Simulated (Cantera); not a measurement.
Charge: 1 mol S, 1.2 mol H₂O, held at 1023.15 K and 8.90 mbar.

Method: chemical equilibrium by Gibbs-energy minimisation in Cantera with the NASA 1993 tables (ideal gas, pure condensed phases). Candidate condensed phases: H₂O, H₂SO₄, S; 19 gas species. Gases not in the tables: S₃ to S₇. The numbers say what is thermodynamically allowed, not how fast it happens.

### Question
What is the equilibrium state?

### Answer
| Quantity | Value |
|---|---|
| x(H₂O) | 0.603 |
| x(S₂) | 0.222 |
| x(H₂S) | 0.0958 |
| x(SO₂) | 0.0574 |
| x(H₂) | 0.0203 |
| x(S₂O) | 0.00137 |
| x(SH) | 6.73e-5 |
| x(SO) | 4.91e-5 |
| gas amount | 1.668 mol |
| log10 activity of S(l) (absent) | -1.78 |
